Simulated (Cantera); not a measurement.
Charge: 1 mol Si₂Cl₆, 0.038 mol Cl₂, 220 mol H₂, held at 1048.15 K and 13.3 mbar.

Equilibrium computed with Cantera from the NASA thermochemical tables; the gas is ideal and each condensed phase is pure. The feed counts by its element totals alone. The tables' values for SiCl₃ are old estimates; treat these amounts as uncertain. The numbers say what is thermodynamically allowed, not how fast it happens.

| species | before | after |
|---|---|---|
| H₂ | 0.979 | 0.975 |
| HCl | 0.0177 | 0.0229 |
| SiCl₂ | 0.000597 | 0.00119 |
| SiCl₄ | 0.00135 | 0.000220 |
| SiHCl₃ | 0.000762 | 0.000190 |
| SiH₂Cl₂ | 4.91e-5 | 2.06e-5 |
| SiCl₃ | 0.000209 | 0.000154 |
| Si(s), mol | 1.34 | 1.61 |
Gas species are given as mole fractions.

Question: Name the change that produced these shifts.
A) Si₂Cl₆ replaced by Si₃H₈
B) pressure from 13.3 mbar to 95.0 mbar
C) pressure from 13.3 mbar to 29.0 mbar
D) temperature from 1048.15 K to 1150 K

Answer: D, temperature from 1048.15 K to 1150 K
